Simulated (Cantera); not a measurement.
Mixture: CH4 : H2 : O2 : N2 : H2O = 1 : 0.039 : 1.01 : 3.8 : 1.1 (molar parts), equivalence ratio 2.0, at 3750 Torr, adiabatic and at constant pressure. Ignition delay is the time to a rise of 400 K.

Model: GRI-Mech 3.0 (53 species, 325 reactions), integrated in Cantera. Below about 1000 K GRI-Mech 3.0 lacks low-temperature oxidation paths. Below about 950 K walls govern HO2 and H2O2 in real vessels.

Problem. Predict: delay at 900 K; delay at 1000 K; delay at 1100 K; delay at 1200 K; apparent activation energy between 1150 and 1250 K.

Solution. 
```
Item                                                     Value
--------------------------------------------------  ----------
delay at 900 K                                         0.295 s
delay at 1000 K                                        56.9 ms
delay at 1100 K                                        21.5 ms
delay at 1200 K                                        9.22 ms
apparent activation energy between 1150 and 1250 K  100 kJ/mol
```
